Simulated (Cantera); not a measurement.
Charge: 1 mol Si2H6, 0.49 mol CO2, 0.51 mol H2, at 0.210 bar.

Equilibrium computed with Cantera from the NASA thermochemical tables; the gas is ideal and each condensed phase is pure. Candidate condensed phases: C, C6H6, C7H8, C8H18, H2O, Si, SiC, SiO2; 123 gas species. The feed counts by its element totals alone. Mutual solubility and eutectic melting of coexisting phases are not modelled. The tables hold silica as quartz up to 1696 K and as liquid above; real silica turns to tridymite and cristobalite and melts near 1996 K. Kinetics and transport are ignored.

Question: Which condensed phases are stable at each of these points (T (°C)): 352, 402, 452, 502, 552, 602, 652, 702, 752, 802, 852, 902, 952?

Answer: 
```tsv
T (°C)	condensed phases	Si condensed (%)
352	Si(s) + SiC(s) + SiO2(α-quartz)	100.0
402	Si(s) + SiC(s) + SiO2(α-quartz)	100.0
452	Si(s) + SiC(s) + SiO2(α-quartz)	100.0
502	Si(s) + SiC(s) + SiO2(α-quartz)	100.0
552	Si(s) + SiC(s) + SiO2(α-quartz)	100.0
602	Si(s) + SiC(s) + SiO2(β-quartz)	100.0
652	Si(s) + SiC(s) + SiO2(β-quartz)	100.0
702	Si(s) + SiC(s) + SiO2(β-quartz)	100.0
752	Si(s) + SiC(s) + SiO2(β-quartz)	100.0
802	Si(s) + SiC(s) + SiO2(β-quartz)	100.0
852	Si(s) + SiC(s) + SiO2(β-quartz)	100.0
902	Si(s) + SiC(s) + SiO2(β-quartz)	100.0
952	Si(s) + SiC(s) + SiO2(β-quartz)	100.0
```

From 352 °C to 552 °C the condensed part is Si(s) + SiC(s) + SiO2(α-quartz). From 602 °C to 952 °C the condensed part is Si(s) + SiC(s) + SiO2(β-quartz).
